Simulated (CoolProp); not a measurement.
The fluid at 455.11 K and 0.1 MPa is throttled through a valve to 0.0136 MPa with no heat exchange. The same conditions are run with several fluids, on thermodynamics alone (safety and materials aside).

The numbers come from the reference Helmholtz-energy equation of state of each fluid (methane: Setzmann 1991; water: Wagner 2002; ethylbenzene: Zhou 2012; propylene: Lemmon 2013; neopentane: Lemmon 2006) in CoolProp.

```json
[
 {"fluid": "methane", "temperature change (K)": "…", "final density (kg/m³)": "…"},
 {"fluid": "water", "temperature change (K)": "…", "final density (kg/m³)": "0.0651"},
 {"fluid": "ethylbenzene", "temperature change (K)": "…", "final density (kg/m³)": "…"},
 {"fluid": "propylene", "temperature change (K)": "…", "final density (kg/m³)": "0.151"},
 {"fluid": "neopentane", "temperature change (K)": "-0.6", "final density (kg/m³)": "0.260"}
]
```

Q: Some entries are withheld; supply them.

A: 
- methane, temperature change (K): -0.1
- methane, final density (kg/m³): 0.0577
- water, temperature change (K): -2.4
- ethylbenzene, temperature change (K): -1.8
- ethylbenzene, final density (kg/m³): 0.385
- propylene, temperature change (K): -0.5
